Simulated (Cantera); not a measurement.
An isothermal, constant-pressure homogeneous reactor starts with CH4 : H2 : H2O = 1 : 22 : 0.11 (molar parts), at 1450 K and 110000 Pa.

Computed with Cantera and GRI-Mech 3.0 (53 species, 325 reactions). GRI-Mech 3.0 stops at C3 and has no aromatics, soot or wall deposition, so with more carbon than oxygen in the feed, carbon stays in small species such as C2H2 where larger ones or solid carbon would form.

Problem. Predict: x(CH4) at 7.00 s; x(H2) at 7.00 s; x(C2H6) at 7.00 s; x(C2H2) at 7.00 s; x(H) at 7.00 s; x(CH3) at 7.00 s.

Solution. x(CH4) at 7.00 s: 0.0410 (gas-phase equilibrium 0.0364)
x(H2) at 7.00 s: 0.953 (gas-phase equilibrium 0.958)
x(C2H6) at 7.00 s: 4.87e-6 (gas-phase equilibrium 3.82e-6)
x(C2H2) at 7.00 s: 0.000731 (gas-phase equilibrium 0.000568)
x(H) at 7.00 s: 8.86e-6 (gas-phase equilibrium 8.89e-6)
x(CH3) at 7.00 s: 7.67e-6 (gas-phase equilibrium 6.79e-6)
